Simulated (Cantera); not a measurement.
A diamond (100) surface in a fixed gas of H2 with x(CH4) = 0.014, x(CH3) = 5.5e-05, at 925 K, 34.5 Torr; coverages are run to steady state.

Cantera simulation using the Harris–Goodwin 1993 mechanism for the reconstructed diamond (100) surface; the numbers are that mechanism's predictions, not measurements.

One state of this run: growth (µm/h) = 0.872; θ c6HH = 0.650; θ c6H* = 0.0119; θ c6*H = 0.305; θ c6** = 0.00518; θ c6HM = 0.0219. θ: site fractions in the mechanism's names (c6HH fully hydrogenated, c6H* and c6*H radical sites, c6** diradical, c6HM methylated).

**Question.** Which value of x(H) does it belong to?
A. 0.00021
B. 0.0018
C. 0.0001
D. 0.00042

**Answer.** B, 0.0018
